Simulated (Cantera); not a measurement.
An adiabatic, constant-volume homogeneous reactor starts with 3.90 % CH4, 2.15 % CO, 19.8 % O2, 74.2 % N2, at 1050 K and 1.00 bar.

Detailed kinetics in Cantera: GRI-Mech 3.0 (53 species, 325 reactions).

x: mole fraction; the columns are a selection and need not sum to one.

```tsv
t (s)	T (K)	P (bar)	x CH4	x CO	x O2	x CH2	x CH3	x HO2
5.00e-6	1050	1.00	0.0390	0.0215	0.198	<1e-12	1.16e-10	6.86e-11
1.27e-5	1050	1.00	0.0390	0.0215	0.198	<1e-12	3.98e-10	1.75e-10
3.23e-5	1050	1.00	0.0390	0.0215	0.198	<1e-12	1.21e-9	4.48e-10
8.22e-5	1050	1.00	0.0390	0.0215	0.198	<1e-12	3.31e-9	…
0.000209	1050	1.00	0.0390	0.0215	0.198	<1e-12	8.77e-9	…
0.000531	1050	1.00	0.0390	0.0215	0.198	<1e-12	2.34e-8	…
0.00135	1050	1.00	0.0390	0.0215	0.198	<1e-12	6.53e-8	…
0.00343	1050	1.00	0.0390	0.0215	0.198	<1e-12	1.97e-7	…
0.00873	1050	1.00	0.0390	0.0215	0.198	<1e-12	5.94e-7	…
0.0222	1050	1.00	0.0390	0.0215	0.198	<1e-12	1.07e-6	…
0.0565	1050	1.00	0.0390	0.0215	0.198	<1e-12	1.32e-6	…
0.144	1051	1.00	0.0389	0.0215	0.197	<1e-12	2.02e-6	…
0.365	2277	2.15	<1e-12	0.00125	0.108	<1e-12	<1e-12	…
0.928	2257	2.13	<1e-12	0.00113	0.104	<1e-12	<1e-12	4.45e-6
2.36	2257	2.13	<1e-12	0.00113	0.104	<1e-12	<1e-12	4.45e-6
6.00	2257	2.13	<1e-12	0.00113	0.104	<1e-12	<1e-12	4.45e-6
```

Q: Fill in the missing entries.

A: 
- 8.22e-5, x HO2: 1.13e-9
- 0.000209, x HO2: 2.81e-9
- 0.000531, x HO2: 6.70e-9
- 0.00135, x HO2: 1.47e-8
- 0.00343, x HO2: 2.80e-8
- 0.00873, x HO2: 4.91e-8
- 0.0222, x HO2: 8.53e-8
- 0.0565, x HO2: 1.60e-7
- 0.144, x HO2: 4.44e-7
- 0.365, x HO2: 4.86e-6
